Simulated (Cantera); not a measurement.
A Cantera script and what it prints.

```python
import numpy as np
import cantera as ct

gas_names = """
    F F2 H HF H2 H2F2 H3F3 H4F4 H5F5 H6F6 H7F7 N NF NF2 NF3 NH NH2 NH3 N2 N2H2 N2H4 Si SiF SiF2 SiF3
    SiF4 SiH SiHF3 SiH2 SiH2F2 SiH3 SiH3F SiH4 SiN Si2 Si2N Si3
""".split()
cond_names = """
    Si(cr) Si(L) Si3N4(a)
""".split()


def load(file, names, dense=False):
    # The tables refer to 1 bar. Condensed volumes are neglected.
    table = {s.name: s for s in ct.Species.list_from_file(file)}
    out = []
    for n in names:
        d = dict(table[n].input_data)
        d["thermo"] = dict(d["thermo"], **{"reference-pressure": 1e5})
        if dense:
            d["equation-of-state"] = {"model": "constant-volume", "density": "1e6 g/cm^3"}
        out.append(ct.Species.from_dict(d))
    return out


gas = ct.Solution(thermo="ideal-gas", species=load("nasa_gas.yaml", gas_names))
cond = {s.name: ct.Solution(thermo="fixed-stoichiometry", species=[s], name=s.name)
        for s in load("nasa_condensed.yaml", cond_names, dense=True)}
atoms = {
    'Si': {'Si': 1},
    'HF': {'H': 1, 'F': 1},
    'N2': {'N': 2},
}
top_T = {'Si3N4(a)': 2400}  # K; cautious upper limits of use, not melting points


def equilibrate(T, P, feed):
    n = {}
    for name, mol in feed.items():
        for a, k in atoms[name].items():
            n[a] = n.get(a, 0.0) + k * mol
    gas.TPX = T, P, n
    mass = sum(n.values()) * gas.mean_molecular_weight
    gas.equilibrate("TP")
    valid = [c for c in cond.values() if c.min_temp <= T <= top_T.get(c.name, c.max_temp)]
    mix = ct.Mixture([(gas, mass / gas.mean_molecular_weight)] + [(c, 0.0) for c in valid])
    mix.T, mix.P = T, P
    mix.equilibrate("TP", solver="vcs", rtol=1e-11, max_steps=5000)
    return mix


results = []
feed = {'Si': 1, 'HF': 4.4, 'N2': 0.13}  # mol
T = 1073  # K
P = 100000  # Pa
mix = equilibrate(T, P, feed)
results.append((T, P, feed, dict(zip(mix.species_names, mix.species_moles))))
print(gas.report(threshold=0.0001))
for i in range(1, mix.n_phases):
    print(f"{mix.phase(i).name:16s} {mix.phase_moles(i):12.5e} mol")
```

It prints:

```
       temperature   1073 K
          pressure   1e+05 Pa
           density   0.38028 kg/m^3
  mean mol. weight   33.926 kg/kmol
   phase of matter   gas

                          1 kg             1 kmol
                     ---------------   ---------------
          enthalpy       -1.3302e+07       -4.5128e+08  J
   internal energy       -1.3565e+07        -4.602e+08  J
           entropy              7361        2.4973e+05  J/K
    Gibbs function         -2.12e+07       -7.1924e+08  J
 heat capacity c_p            1506.2             51101  J/K
 heat capacity c_v            1261.2             42786  J/K

                      mass frac. Y      mole frac. X     chem. pot. / RT
                     ---------------   ---------------   ---------------
                HF           0.06683           0.11333           -55.593
                H2          0.033665           0.56653           -18.252
                N2          0.030398          0.036813           -28.349
              SiF4           0.86907           0.28329           -222.15
     [  +33 minor]        3.9809e-05        4.0212e-05

Si(cr)            0.00000e+00 mol
Si3N4(a)          0.00000e+00 mol
```

Cantera equilibrium calculation (NASA polynomials, part measured and part estimated; ideal gas, pure solids and liquids).
